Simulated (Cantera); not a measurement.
# Ignition delay

Mixture: CH4 : O2 : N2 = 1 : 0.71 : 4.7 (molar parts), equivalence ratio 2.8, at 1000000 Pa, adiabatic and at constant volume. Ignition delay is the time to a rise of 400 K.

Detailed kinetics in Cantera: GRI-Mech 3.0 (53 species, 325 reactions).

```
T0 (K)  delay (ms)
------  ----------
1098          49.6
1198          13.6
1298          4.20
1398          1.40
1498         0.493
1598         0.182
```

```yaml
apparent activation energy between 1398 and 1598 K: 190 kJ/mol
```
